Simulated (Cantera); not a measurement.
Mixture: CH4 : O2 : N2 : CO2 = 1 : 1.05 : 3.96 : 0.23 (molar parts), equivalence ratio 1.9, at 1.20 bar, adiabatic and at constant pressure. Ignition delay is the time to a rise of 400 K.

Detailed kinetics in Cantera: GRI-Mech 3.0 (53 species, 325 reactions).

What does this change do: 0.0073 parts C2H6 added?


```csv
quantity,before,after
delay at 1000 K,1.39 s,0.920 s
delay at 1075 K,0.395 s,0.289 s
delay at 1150 K,0.124 s,96.1 ms
delay at 1225 K,42.3 ms,33.8 ms
delay at 1300 K,15.6 ms,12.5 ms
delay at 1375 K,6.09 ms,4.82 ms
delay at 1450 K,2.53 ms,1.95 ms
apparent activation energy between 1300 and 1450 K,190 kJ/mol,190 kJ/mol
```
